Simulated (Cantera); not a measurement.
## Ignition delay

Mixture: CH₄ : O₂ : N₂ = 1 : 1.18 : 6 (molar parts), at 0.592 atm, adiabatic and at constant pressure. Ignition delay is the time to a rise of 400 K.

Cantera simulation using GRI-Mech 3.0 (53 species, 325 reactions); the numbers are that mechanism's predictions, not measurements.

```csv
T0 (K),delay (ms)
1273,44.3
1373,12.0
1473,3.69
1573,1.33
1673,0.561
1773,0.273
1873,0.148
1973,0.0874
2073,0.0550
```

```json
{
 "apparent activation energy between 1873 and 2073 K": "160 kJ/mol"
}
```
